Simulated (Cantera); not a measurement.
# Adiabatic ignition

An adiabatic, constant-volume homogeneous reactor starts with 2.78 % C₃H₈, 20.4 % O₂, 76.8 % N₂, at 1125 K and 12.0 bar.

Computed with Cantera and GRI-Mech 3.0 (53 species, 325 reactions). GRI-Mech 3.0 was tuned for natural gas; its chemistry of propane as a main component is partial and can be far from experiment. The pressure lies above the range GRI-Mech 3.0 was tuned for (to about 10 atm).

| t (s) | T (K) | P (bar) | x C₃H₈ | x O₂ | x CH₂ | x NO | x OH | x C₂H₄ |
|---|---|---|---|---|---|---|---|---|
| 8.00e-6 | 1125 | 12.0 | 0.0278 | 0.204 | <1e-12 | <1e-12 | 8.30e-11 | 2.02e-7 |
| 2.89e-5 | 1125 | 12.0 | 0.0278 | 0.204 | <1e-12 | <1e-12 | 4.26e-10 | 1.05e-6 |
| 0.000104 | 1125 | 12.0 | 0.0278 | 0.204 | <1e-12 | <1e-12 | 2.65e-9 | 9.19e-6 |
| 0.000376 | 1125 | 12.0 | 0.0277 | 0.204 | <1e-12 | <1e-12 | 5.40e-9 | 7.91e-5 |
| 0.00136 | 1126 | 12.0 | 0.0274 | 0.204 | <1e-12 | <1e-12 | 8.54e-9 | 0.000415 |
| 0.00490 | 1157 | 12.4 | 0.0208 | 0.198 | 2.54e-10 | <1e-12 | 6.46e-7 | 0.00667 |
| 0.0177 | 2739 | 30.3 | <1e-12 | 0.0557 | <1e-12 | 0.0168 | 0.00883 | <1e-12 |
| 0.0638 | 2739 | 30.3 | <1e-12 | 0.0557 | <1e-12 | 0.0168 | 0.00883 | <1e-12 |
| 0.230 | 2739 | 30.3 | <1e-12 | 0.0557 | <1e-12 | 0.0168 | 0.00883 | <1e-12 |
| 0.831 | 2739 | 30.3 | <1e-12 | 0.0557 | <1e-12 | 0.0168 | 0.00883 | <1e-12 |
| 3.00 | 2739 | 30.3 | <1e-12 | 0.0557 | <1e-12 | 0.0168 | 0.00883 | <1e-12 |
x: mole fraction; the columns are a selection and need not sum to one.

```json
{
  "time_of_steepest_temperature_rise": "5.08 ms",
  "temperature at 3.00 s": "2739 K",
  "equilibrium_temperature": "2739 K",
  "x(C₃H₈) at 3.00 s": "<1e-12 (gas-phase equilibrium <1e-12)",
  "x(O₂) at 3.00 s": "0.0557 (gas-phase equilibrium 0.0557)",
  "x(CH₂) at 3.00 s": "<1e-12 (gas-phase equilibrium <1e-12)"
}
```
